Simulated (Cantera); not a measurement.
Input (Python, Cantera) and output of one run.

```python
import numpy as np
import cantera as ct

gas_names = [...]  # 151 gases of nasa_gas.yaml made of C, H, N, O, Si
cond_names = """
    C(gr) C6H6(L) C7H8(L) C8H18(L),n-octa H2O(s) H2O(L) Si(cr) Si(L) SiC(b) SiO2(Lqz) SiO2(hqz) SiO2(L)
    Si2N2O(s) Si3N4(a)
""".split()


# ... load() reads the species with a 1 bar reference pressure and builds the phases ...
atoms = {
    'HMDSO': {'Si': 2, 'C': 6, 'H': 18, 'O': 1},
    'NO': {'N': 1, 'O': 1},
}
top_T = {'C(gr)': 4500, 'SiC(b)': 3050, 'Si2N2O(s)': 2100, 'Si3N4(a)': 2400}  # K; cautious upper limits of use, not melting points


# ... equilibrate(T, P, feed) seeds the gas with the atoms and calls Mixture.equilibrate('TP', solver="vcs", rtol=1e-11, max_steps=5000) ...
results = []
feed = {'HMDSO': 1, 'NO': 0.32}  # mol
T = 2050  # K
for P in [5, 15, 45, 140, 410, 1200, 3700, 11000, 33000, 100000]:
    mix = equilibrate(T, P, feed)
    results.append((T, P, feed, dict(zip(mix.species_names, mix.species_moles))))

top = {s: max(r[3][s] / sum(r[3][g] for g in gas_names) for r in results) for s in gas_names}
cols = sorted((s for s in top if top[s] > 0.001), key=lambda s: -top[s])[:5]
seen = [c for c in cond_names if any(r[3].get(c, 0) > 1e-12 for r in results)]
print("log10 of partial pressures in bar; condensed amounts in mol")
print(f"{'P/Pa':>10s}" + "".join(f"{s[:9]:>10s}" for s in cols + seen))
for T, P, feed, n in results:
    ng = sum(n[g] for g in gas_names)
    print(f"{P:10.4g}" + "".join(f"{np.log10(max(n[s] / ng * P / 1e5, 1e-99)):10.3f}" for s in cols)
          + "".join(f"{n.get(c, 0):10.4g}" for c in seen))
```

Result:

```
log10 of partial pressures in bar; condensed amounts in mol
      P/Pa        H2         H        CO        Si        N2     C(gr)    SiC(b)
         5    -4.566    -4.927    -5.318    -5.295    -6.259     4.032    0.4361
        15    -3.989    -4.639    -4.780    -5.295    -5.722     3.065     1.535
        45    -3.466    -4.377    -4.277    -5.295    -5.220     2.793     1.844
       140    -2.949    -4.119    -3.772    -5.295    -4.714     2.707     1.942
       410    -2.470    -3.879    -3.299    -5.295    -4.242      2.68     1.971
      1200    -1.997    -3.643    -2.829    -5.295    -3.772     2.671     1.981
      3700    -1.504    -3.396    -2.339    -5.295    -3.281     2.668     1.985
   1.1e+04    -1.029    -3.159    -1.864    -5.295    -2.807     2.667     1.986
   3.3e+04    -0.550    -2.919    -1.387    -5.295    -2.329     2.666     1.986
     1e+05    -0.068    -2.678    -0.905    -5.295    -1.847     2.663     1.986
```

Equilibrium computed with Cantera from the NASA thermochemical tables; the gas is ideal and each condensed phase is pure. The feed counts by its element totals alone. The tables' values for SiN are old estimates; treat these amounts as uncertain.
